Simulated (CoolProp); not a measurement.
Nitrogen at 293.15 K and 0.174 MPa is throttled through a valve to 0.109 MPa with no heat exchange. Each further row changes one setting.

Computed with CoolProp (reference Helmholtz-energy equation of state, Span 2000).

| case | temperature change (K) | final density (kg/m³) |
|---|---|---|
| as stated | -0.1 | 1.25 |
| outlet pressure 0.0327 MPa | ? | ? |
| outlet pressure 0.142 MPa | -0.1 | ? |

Some entries are withheld; supply them.


- outlet pressure 0.0327 MPa, temperature change (K): -0.3
- outlet pressure 0.0327 MPa, final density (kg/m³): 0.376
- outlet pressure 0.142 MPa, final density (kg/m³): 1.63
